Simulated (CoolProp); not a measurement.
1000 sccm (0 °C, 1 atm) of nitrogen bubbles through liquid n-undecane at 342.7 K and leaves saturated at a total pressure of 0.0223 MPa (ideal gas phase). Each further row changes one setting.

The numbers come from the reference Helmholtz-energy equation of state, Aleksandrov 2011 in CoolProp. It is a short technical equation, of lower accuracy than the large ones.

```tsv
case	vapour pressure (kPa)	mole fraction of vapour	delivery (mg/min)	delivery (sccm)	change of delivery for a bath 1 K warmer (%)
as stated	1.01	0.0454	331	47.5	5.8
bath temperature 347.7 K	1.32	0.0591	438	62.8	5.7
total pressure 0.0446 MPa	1.01	0.0227	162	23.2	5.7
```
